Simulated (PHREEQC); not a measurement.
## Silver or lead bath: speciation

Consider water at 20 °C with 0.0076 mol Pb(NO3)2 and 0.00056 mol Na2SO4 per kg of water. Closed to the air; pH follows from the charge balance.

The numbers come from PHREEQC with the ion-association model, wateq4f.dat.

Each row changes one thing in this solution. No solid was allowed to form.

```json
[
 {"case": "as made", "pH": "5.02", "ionic strength (mol/kgw)": "0.0217"},
 {"case": "Na2SO4 left out", "pH": "5.01", "ionic strength (mol/kgw)": "[?]"},
 {"case": "Na2SO4 from 0.00056 to 0.00112 mol/kgw", "pH": "5.03", "ionic strength (mol/kgw)": "[?]"},
 {"case": "Pb(NO3)2 left out", "pH": "7.09", "ionic strength (mol/kgw)": "0.00168"},
 {"case": "temperature from 20 to 75 °C", "pH": "[?]", "ionic strength (mol/kgw)": "0.0219"},
 {"case": "temperature from 20 to 15 °C", "pH": "5.02", "ionic strength (mol/kgw)": "0.0217"}
]
```

Q: Some entries are withheld; supply them.

A: 
- Na2SO4 left out, ionic strength (mol/kgw): 0.0212
- Na2SO4 from 0.00056 to 0.00112 mol/kgw, ionic strength (mol/kgw): 0.0223
- temperature from 20 to 75 °C, pH: 5.04

Some of these states are supersaturated (in Anglesite, Larnakite, for instance). At this temperature some constants are extrapolated from 25 °C, and those without enthalpy data are left unchanged.
